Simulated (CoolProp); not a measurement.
Vapour-liquid equilibrium of dimethyl ether (1) + R236FA (2) at 0.107 MPa; x and y are mole fractions of (1).

The numbers come from the multi-fluid Helmholtz-energy mixture model, Wu 2011 and Pan 2012; pair parameters Bell 2016 in CoolProp.

```csv
x,"bubble temperature, mixture model (°C)","bubble temperature, Raoult's law (°C)","y, mixture model","y, Raoult's law"
0.05,(withheld),-1.9,0.059,0.116
0.15,-1.1,-5.2,(withheld),0.311
0.25,-2.3,-8.1,(withheld),0.465
0.35,(withheld),-10.7,0.487,0.588
0.45,-6.5,-13.2,(withheld),0.688
0.55,(withheld),-15.4,0.760,0.770
0.65,-12.9,-17.5,0.858,0.838
0.75,-16.4,-19.4,(withheld),0.894
0.85,(withheld),-21.1,0.969,0.942
0.95,-22.4,-22.7,0.993,0.982
```

Some entries are withheld; supply them.


- 0.05, bubble temperature, mixture model (°C): -0.4
- 0.15, y, mixture model: 0.190
- 0.25, y, mixture model: 0.336
- 0.35, bubble temperature, mixture model (°C): -4.1
- 0.45, y, mixture model: 0.633
- 0.55, bubble temperature, mixture model (°C): -9.5
- 0.75, y, mixture model: 0.926
- 0.85, bubble temperature, mixture model (°C): -19.6

The largest gap from Raoult's law is +6.7 K in bubble temperature, at x = 0.45. No azeotrope shows between x = 0.05 and 0.95.

Pair parameters are fitted to limited data, so mixtures are less certain than the pure fluids.
